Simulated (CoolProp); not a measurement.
R507A along the isotherm 24.85 °C: fugacity coefficient from the reference equation and from simpler models built on Tc = 70.6 °C, pc = 3.705 MPa, ω = 0.286; each cubic takes its own stable root.

Computed with CoolProp (reference Helmholtz-energy equation of state, Lemmon 2003). It is a pseudo-pure fit of the blend.

| p (MPa) | phase | reference |
|---|---|---|
| 4.63 | liquid | 0.2491 |
| 9.26 | liquid | 0.1473 |
| 13.9 | liquid | 0.1156 |
| 18.5 | liquid | 0.1017 |
| 23.2 | liquid | 0.09513 |
| 27.8 | liquid | 0.09255 |
| 32.4 | liquid | 0.09238 |
| 37 | liquid | 0.09394 |

### Question
How far does each simpler model (van der Waals, Peng-Robinson) lie from the reference over these 8 states: mean and median of the absolute difference, and the worst?

### Answer
- van der Waals: mean 123.4 %, median 121.5 %, worst +192.1 % at 24.85 °C and 37 MPa
- Peng-Robinson: mean 2.2 %, median 2.2 %, worst +2.5 % at 24.85 °C and 18.5 MPa
